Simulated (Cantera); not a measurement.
Charge: 1 mol CO, 0.29 mol H₂O, 11 mol N₂, equilibrated at 1600 °C and 18.0 mbar.

These are equilibrium values from Cantera (NASA tables, ideal gas, pure condensed phases), not measurements of a reactor. Candidate condensed phases: C, C₆H₆, C₇H₈, C₈H₁₈, H₂O; 136 gas species. The numbers say what is thermodynamically allowed, not how fast it happens.

Base state: N₂ 0.895, CO 0.0681, CO₂ 0.0132, H₂ 0.0130, H₂O 0.0103, H 0.000548, OH 3.39e-5 (mole fractions); condensed: gas only.

**Question.** What changes in the equilibrium state with this change: pressure from 18.0 mbar to 58.0 Pa?

**Answer.** 
```csv
species,before,after
N₂,0.895,0.894
CO,0.0681,0.0678
CO₂,0.0132,0.0134
H,0.000548,0.00296
H₂,0.0130,0.0121
H₂O,0.0103,0.00985
O₂,3.79e-7,1.22e-5
O,1.09e-6,3.44e-5
NO,7.56e-6,4.29e-5
OH,3.39e-5,0.000186
```

**Question.** What changes in the equilibrium state with this change: H₂O from 0.29 to 1.6 mol?

**Answer.** 
| species | before | after |
|---|---|---|
| N₂ | 0.895 | 0.808 |
| H₂O | 0.0103 | 0.0870 |
| CO | 0.0681 | 0.0431 |
| H₂ | 0.0130 | 0.0301 |
| CO₂ | 0.0132 | 0.0304 |
| OH | 3.39e-5 | 0.000188 |
| NO | 7.56e-6 | 2.61e-5 |
| H | 0.000548 | 0.000835 |
